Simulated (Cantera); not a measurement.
Mixture: C3H8 : O2 : N2 = 1 : 2.78 : 10.4 (molar parts), equivalence ratio 1.8, at 0.474 atm, adiabatic and at constant pressure. Ignition delay is the time to a rise of 400 K.

Detailed kinetics in Cantera: GRI-Mech 3.0 (53 species, 325 reactions). GRI-Mech 3.0 was tuned for natural gas; its chemistry of propane as a main component is partial and can be far from experiment.

### Question
What does this change do: pressure from 0.474 atm to 8.09 atm?

### Answer
```csv
quantity,before,after
delay at 1225 K,5.45 ms,1.29 ms
delay at 1375 K,0.512 ms,0.111 ms
delay at 1525 K,0.112 ms,18.1 µs
delay at 1675 K,43.3 µs,5.27 µs
delay at 1825 K,23.1 µs,2.30 µs
apparent activation energy between 1750 and 1900 K,97 kJ/mol,130 kJ/mol
```
